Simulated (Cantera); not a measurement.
Feed: 1 mol (CH₃)₂SiCl₂, 2.9 mol HCl, 410 mol H₂, at 852 °C and 600 Torr.

Method: chemical equilibrium by Gibbs-energy minimisation in Cantera with the NASA 1993 tables (ideal gas, pure condensed phases). Candidate condensed phases: C, C₆H₆, C₇H₈, C₈H₁₈, Si, SiC; 109 gas species. The feed counts by its element totals alone. Kinetics and transport are ignored.

Base state: H₂ 0.986, HCl 0.0116, CH₄ 0.00245, SiHCl₃ 2.29e-5, SiCl₄ 1.55e-5 (mole fractions); condensed: SiC(s).

**Question.** What changes in the equilibrium state with this change: temperature from 852 °C to 1602 °C?

**Answer.** 
```json
[
 {"species": "H₂", "before": "0.986", "after": "0.987"},
 {"species": "HCl", "before": "0.0116", "after": "0.0117"},
 {"species": "H", "before": "4.93e-8", "after": "0.000728"},
 {"species": "CH₄", "before": "0.00245", "after": "0.000472"},
 {"species": "SiCl₂", "before": "2.75e-6", "after": "1.30e-5"},
 {"species": "C₂H₂ (acetylene)", "before": "<1e-9", "after": "0.000313"},
 {"species": "SiCl₄", "before": "1.55e-5", "after": "<1e-9"},
 {"species": "SiHCl₃", "before": "2.29e-5", "after": "6.98e-9"},
 {"species": "SiC(s), mol", "before": "0.980", "after": "0.993"},
 {"species": "C(graphite), mol", "before": "0", "after": "0.543"}
]
```
